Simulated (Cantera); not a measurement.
# Stirred combustor or abatement burner

A perfectly stirred reactor is fed with 4.73 % CH₄, 3.36 % C₂H₆, 22.3 % O₂, 66.2 % N₂, 3.36 % H₂O, equivalence ratio 0.95, at 1100000 Pa; it is adiabatic with a 673 K inlet, and is followed from long to short residence time, starting on the burning branch (τ in s: 0.079, 0.023, 0.007, 0.0021, 0.00062, 0.00018, 5.5e-05, 1.6e-05, 4.9e-06).

Cantera simulation using GRI-Mech 3.0 (53 species, 325 reactions); the numbers are that mechanism's predictions, not measurements.

```json
[
 {"τ (s)": "0.079", "T (K)": "2584", "x CH₄": "1.04e-7", "x C₂H₆": "6.86e-9", "x O₂": "0.0148", "x CO₂": "0.0974", "x H": "0.000753", "x N₂O": "1.06e-6"},
 {"τ (s)": "0.023", "T (K)": "2585", "x CH₄": "3.53e-7", "x C₂H₆": "2.35e-8", "x O₂": "0.0150", "x CO₂": "0.0974", "x H": "0.000758", "x N₂O": "1.06e-6"},
 {"τ (s)": "0.0070", "T (K)": "2585", "x CH₄": "1.13e-6", "x C₂H₆": "7.65e-8", "x O₂": "0.0154", "x CO₂": "0.0972", "x H": "0.000774", "x N₂O": "1.08e-6"},
 {"τ (s)": "0.0021", "T (K)": "2583", "x CH₄": "3.60e-6", "x C₂H₆": "2.52e-7", "x O₂": "0.0164", "x CO₂": "0.0968", "x H": "0.000821", "x N₂O": "1.08e-6"},
 {"τ (s)": "0.00062", "T (K)": "2571", "x CH₄": "1.11e-5", "x C₂H₆": "8.45e-7", "x O₂": "0.0180", "x CO₂": "0.0953", "x H": "0.000954", "x N₂O": "1.08e-6"},
 {"τ (s)": "0.00018", "T (K)": "2535", "x CH₄": "3.26e-5", "x C₂H₆": "2.93e-6", "x O₂": "0.0206", "x CO₂": "0.0915", "x H": "0.00133", "x N₂O": "1.04e-6"},
 {"τ (s)": "5.5e-5", "T (K)": "2465", "x CH₄": "8.61e-5", "x C₂H₆": "9.67e-6", "x O₂": "0.0249", "x CO₂": "0.0845", "x H": "0.00216", "x N₂O": "9.71e-7"},
 {"τ (s)": "1.6e-5", "T (K)": "2351", "x CH₄": "0.000258", "x C₂H₆": "3.46e-5", "x O₂": "0.0322", "x CO₂": "0.0733", "x H": "0.00356", "x N₂O": "8.38e-7"},
 {"τ (s)": "4.9e-6", "T (K)": "2136", "x CH₄": "0.00157", "x C₂H₆": "0.000213", "x O₂": "0.0522", "x CO₂": "0.0480", "x H": "0.00351", "x N₂O": "5.39e-7"}
]
```
x: mole fraction; the columns are a selection and need not sum to one.
